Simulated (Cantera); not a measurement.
# Carbothermic reduction: PbO + CH4 + CO

Input: 1 mol PbO, a varied amount of CH4, 0.074 mol CO, at 2575 K and 170 Pa.

Equilibrium computed with Cantera from the NASA thermochemical tables; the gas is ideal and each condensed phase is pure. Candidate condensed phases: C, C6H6, C7H8, C8H18, H2O, Pb, PbO, PbO2, Pb3O4; 113 gas species. Rates play no part.

From 0.64 mol CH4 to 0.91 mol CH4 nothing is condensed. From 1.1 mol CH4 to 4.4 mol CH4 the condensed part is C(graphite). The main Pb-bearing gas is Pb throughout.

| n(CH4) (mol) | x H | x H2 | x Pb | x CO | x H2O | x O | x OH | n C(graphite) |
|---|---|---|---|---|---|---|---|---|
| 0.64 | 0.315 | 0.140 | 0.267 | 0.184 | 0.0365 | 0.0269 | 0.0184 | 0 |
| 0.76 | 0.342 | 0.165 | 0.240 | 0.196 | 0.0242 | 0.0151 | 0.0113 | 0 |
| 0.91 | 0.368 | 0.192 | 0.212 | 0.208 | 0.00877 | 0.00471 | 0.00378 | 0 |
| 1.1 | 0.390 | 0.215 | 0.188 | 0.202 | 1.50e-9 | 7.20e-10 | 6.12e-10 | 0.0438 |
| 1.3 | 0.407 | 0.235 | 0.170 | 0.183 | 1.48e-9 | 6.51e-10 | 5.78e-10 | 0.234 |
| 1.5 | 0.421 | 0.251 | 0.155 | 0.167 | 1.45e-9 | 5.95e-10 | 5.46e-10 | 0.425 |
| 1.8 | 0.438 | 0.271 | 0.137 | 0.148 | 1.38e-9 | 5.26e-10 | 5.02e-10 | 0.710 |
| 2.2 | 0.454 | 0.292 | 0.119 | 0.128 | 1.29e-9 | 4.56e-10 | 4.52e-10 | 1.09 |
| 2.6 | 0.467 | 0.309 | 0.105 | 0.113 | 1.20e-9 | 4.03e-10 | 4.10e-10 | 1.47 |
| 3.1 | 0.479 | 0.325 | 0.0918 | 0.0985 | 1.10e-9 | 3.51e-10 | 3.67e-10 | 1.95 |
| 3.7 | 0.489 | 0.339 | 0.0796 | 0.0855 | 1.00e-9 | 3.05e-10 | 3.25e-10 | 2.52 |
| 4.4 | 0.498 | 0.352 | 0.0689 | 0.0740 | 8.98e-10 | 2.64e-10 | 2.87e-10 | 3.18 |
x: gas mole fraction; n: condensed amount in mol.
